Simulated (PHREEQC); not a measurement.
Acid rinse or clean: an equilibrium model

Solution (25 °C): 20 mmol/kgw HNO3 and 52 mmol/kgw NiCl2. Closed to the air; pH follows from the charge balance.

Model: ion-association model, wateq4f.dat, run in PHREEQC.

| Quantity | Result |
|---|---|
| pH | 1.79 |
| ionic strength | 0.167 mol/kgw |
| total alkalinity | -20.0 meq/kg |

| species | molality | activity | log γ |
|---|---|---|---|
| Cl- | 0.0989 | 0.0718 | -0.139 |
| Ni+2 | 0.0476 | 0.0154 | -0.489 |
| H+ | 0.0200 | 0.0161 | -0.094 |
| NO3- | 0.0200 | 0.0142 | -0.148 |
| NiCl+ | 0.00369 | 0.00278 | -0.122 |
| NiCl2 | 0.000698 | 0.000725 | 0.017 |

This is a speciation only: nothing precipitates in the calculation.
